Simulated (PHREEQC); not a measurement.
Consider water at 64 °C with 0.0026 mol/kgw HF, 0.037 mol/kgw NH4F and 3.5e-06 mol/kgw H4SiO4. Closed to the air; pH follows from the charge balance.

Computed with PHREEQC (ion-association model, wateq4f.dat).

No solid was allowed to form.

Question: Order these F species by the share of F that they hold, largest first: HF2-, HF, F-.

Answer: F- (93 %), HF (5.6 %), HF2- (1.8 %)

The pH is 4.63 and the ionic strength 0.0370 mol/kgw. At this temperature some constants are extrapolated from 25 °C, and those without enthalpy data are left unchanged. SiF6-2 is the database's only silicon fluoride.
